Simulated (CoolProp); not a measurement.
Vapour-liquid equilibrium of cis-2-butene (1) + acetone (2) at 7.48 bar; x and y are mole fractions of (1).

Values from CoolProp's multi-fluid Helmholtz-energy mixture model, Lemmon 2005 and Lemmon 2006; pair parameters Bell 2016.

```csv
x,bubble temperature (°C),y at the bubble point,dew temperature at overall composition x (°C),liquid density (mol/L)
0.05,120.3,___,127.3,11.28
0.15,___,0.467,122.6,11.30
0.25,95.0,0.619,117.7,11.21
0.35,88.1,0.708,112.3,11.06
0.45,83.3,0.764,106.5,10.87
0.55,___,0.806,100.0,10.66
0.65,___,0.841,92.7,___
0.75,75.0,0.875,84.5,10.27
0.85,73.0,0.915,76.6,10.11
0.95,71.2,0.967,___,9.975
```

Problem. What belongs in the gaps?

Solution. 
- 0.05, y at the bubble point: 0.198
- 0.15, bubble temperature (°C): 105.4
- 0.55, bubble temperature (°C): 79.9
- 0.65, bubble temperature (°C): 77.2
- 0.65, liquid density (mol/L): 10.46
- 0.95, dew temperature at overall composition x (°C): 71.7

No azeotrope shows between x = 0.05 and 0.95.

The pair parameters rest on a limited set of measurements; away from them the model extrapolates.
